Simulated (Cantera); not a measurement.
**Thermodynamics of silicon etching in halogen gases, feed Si + HCl**

Input: 1 mol Si, 11 mol HCl, equilibrated at 12.0 Pa.

Equilibrium computed with Cantera from the NASA thermochemical tables; the gas is ideal and each condensed phase is pure. Candidate condensed phases: Si; 19 gas species. The tables' values for SiCl3, SiCl are old estimates; treat these amounts as uncertain. The numbers say what is thermodynamically allowed, not how fast it happens.

```
T (K)  x HCl    x H2   x SiCl4   x SiCl2   x SiCl3      x Cl
-----  -----  ------  --------  --------  --------  --------
875    0.700   0.200    0.0999   7.17e-7   3.52e-5   7.09e-9
950    0.700   0.200    0.0996   1.85e-5  0.000235   7.58e-8
1025   0.701   0.199    0.0982  0.000289   0.00117   5.77e-7
1100   0.707   0.194    0.0920   0.00281   0.00431   3.40e-6
1175   0.727   0.175    0.0721    0.0150    0.0105   1.70e-5
1250   0.761   0.144    0.0410    0.0391    0.0150   7.57e-5
1325   0.789   0.117    0.0172    0.0618    0.0140  0.000288
1400   0.804   0.103   0.00595    0.0756    0.0103  0.000914
1475   0.808  0.0977   0.00194    0.0825   0.00685   0.00248
1550   0.806  0.0963  0.000644    0.0857   0.00445   0.00596
1625   0.797  0.0975  0.000224    0.0872   0.00290    0.0129
```
x: gas mole fraction; nothing condenses.

From 875 K to 1625 K nothing is condensed. The main Si-bearing gas is SiCl4 at 875 K and SiCl2 at 1625 K.
